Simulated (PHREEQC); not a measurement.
Make-up at 25 °C: 180 mmol/kgw NaHCO3, 0.13 mmol/kgw Na2CO3 and 1.5 mmol/kgw NaCl. Closed to the air; pH follows from the charge balance.

All values are PHREEQC results (ion-association model, wateq4f.dat), not measurements.

This is a speciation only: nothing precipitates in the calculation.

Task: What pH, ionic strength, activity of water does the model give?

Result: pH 7.94; ionic strength 0.173 mol/kgw; activity of water 0.994.

Task: In which forms is Na present?

Result: Na+ 94 %, NaHCO3 4.8 %, NaCO3- 0.9 % of the Na.
